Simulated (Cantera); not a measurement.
A Cantera script and its output.

```python
import numpy as np
import cantera as ct

gas = ct.Solution("gri30.yaml")
gas.TPX = 973, 150000, {'CH2O': 0.003, 'O2': 0.017, 'N2': 1}
reactor = ct.IdealGasConstPressureReactor(gas, energy="off", clone=False)
net = ct.ReactorNet([reactor])
net.rtol, net.atol = 1e-08, 1e-18
show = ['CH2O', 'O2', 'O', 'CH2CO', 'HO2', 'NO2', 'HCN']
times = np.geomspace(0.0001, 20, 14)

steps = ct.SolutionArray(gas, extra=["t"])
rows = []
print(f"{'t/s':>10s}{'T/K':>9s}{'P/Pa':>11s}" + "".join(f"{s:>11s}" for s in show))
for t in times:
    while net.time < t:
        t_next = net.step()
        steps.append(gas.state, t=t_next)
    rows.append([np.interp(t, steps.t, y) for y in (steps.T, steps.P, *steps(*show).X.T)])
    print(f"{t:10.3e}{rows[-1][0]:9.1f}{rows[-1][1]:11.4g}" + "".join(f"{x:11.3e}" for x in rows[-1][2:]))
rate = np.gradient(steps.T, steps.t)
print("integrator steps:", len(steps.t))
if steps.T.max() > steps.T[0] + 200:
    print(f"time of steepest temperature rise: {steps.t[rate.argmax()]:.4e} s")
gas.TPX = 973, 150000, {'CH2O': 0.003, 'O2': 0.017, 'N2': 1}
gas.equilibrate("TP")
print(f"equilibrium (TP): T = {gas.T:.1f} K  " + "  ".join(f"{s} {gas[s].X[0]:.3e}" for s in show))
```

Result:

```
       t/s      T/K       P/Pa       CH2O         O2          O      CH2CO        HO2        NO2        HCN
 1.000e-04    973.0    1.5e+05  2.941e-03  1.667e-02  1.447e-12  3.127e-21  1.886e-08  3.510e-28  2.970e-25
 2.557e-04    973.0    1.5e+05  2.941e-03  1.667e-02  1.696e-12  1.021e-20  4.840e-08  7.794e-27  8.443e-25
 6.539e-04    973.0    1.5e+05  2.941e-03  1.667e-02  2.367e-12  4.325e-20  1.246e-07  1.911e-25  2.651e-24
 1.672e-03    973.0    1.5e+05  2.941e-03  1.667e-02  4.348e-12  2.901e-19  3.298e-07  6.400e-24  1.020e-23
 4.276e-03    973.0    1.5e+05  2.939e-03  1.666e-02  1.204e-11  3.863e-18  1.014e-06  4.713e-22  5.554e-23
 1.094e-02    973.0    1.5e+05  2.920e-03  1.665e-02  6.619e-11  1.696e-16  4.992e-06  1.648e-19  5.547e-22
 2.797e-02    973.0    1.5e+05  2.583e-03  1.643e-02  5.597e-10  1.605e-14  2.182e-05  7.695e-17  1.181e-20
 7.152e-02    973.0    1.5e+05  7.496e-05  1.518e-02  1.228e-07  2.652e-13  2.080e-05  9.481e-14  4.732e-19
 1.829e-01    973.0    1.5e+05  2.950e-11  1.499e-02  1.657e-07  1.525e-14  2.554e-06  7.260e-12  6.978e-19
 4.677e-01    973.0    1.5e+05  6.867e-13  1.487e-02  1.322e-07  2.193e-15  1.991e-06  1.169e-11  6.850e-19
 1.196e+00    973.0    1.5e+05  2.941e-13  1.470e-02  1.020e-07  7.529e-17  1.440e-06  2.644e-11  6.478e-19
 3.058e+00    973.0    1.5e+05  1.070e-13  1.447e-02  7.422e-08  1.772e-18  1.014e-06  7.901e-11  5.686e-19
 7.821e+00    973.0    1.5e+05  3.313e-14  1.418e-02  4.998e-08  1.851e-20  7.374e-07  2.616e-10  4.795e-19
 2.000e+01    973.0    1.5e+05  3.558e-15  1.389e-02  2.197e-08  4.680e-24  4.180e-07  7.405e-10  3.977e-19
integrator steps: 1496
equilibrium (TP): T = 973.0 K  CH2O 3.233e-31  O2 1.372e-02  O 6.514e-12  CH2CO 2.582e-55  HO2 1.465e-11  NO2 1.347e-07  HCN 5.959e-34
```

Model: GRI-Mech 3.0 (53 species, 325 reactions), integrated in Cantera. Below about 1000 K GRI-Mech 3.0 lacks low-temperature oxidation paths.
